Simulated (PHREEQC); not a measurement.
0.77 g of hydrous ferric oxide (600 m²/g; 0.2 weak and 0.005 strong sites per Fe, Dzombak-Morel constants, diffuse double layer) in 1 kg of water with 0.3 mol/kgw of an inert sodium salt and 0.0044 mol ZnSO4, at 25 °C; the pH is set by adding NaOH or the inert anion's acid. O2 is buffered at 0.21 atm. No CO2 enters from the air. Precipitation was switched off in this run.

Base run: PHREEQC, ion-association model, wateq4f.dat. Each further column changes one thing. The table gives S sorbed (%).

```csv
pH,base,no electrostatic term (-no_edl),background salt from 0.3 to 0.03 mol/kgw,oxide from 0.77 to 3.9 g/kgw
3,13.4,0.1,17.7,61.0
4,13.3,0.1,17.6,60.4
5,12.2,0.1,16.3,55.0
5.5,10.5,0.1,14.4,47.5
6.5,7.1,0.0,10.7,30.3
7.5,5.8,0.0,9.8,18.4
8.5,2.5,0.0,6.6,3.6
9,1.0,0.0,3.3,0.9
10,0.0,0.0,0.1,0.0
11,0.0,0.0,0.0,0.0
```

In at least one series the solution becomes supersaturated in solids that the run did not let form, among them Zn(OH)2-a, Zn4(OH)6SO4. The oxide is taken as insoluble; below pH 4 it would dissolve.
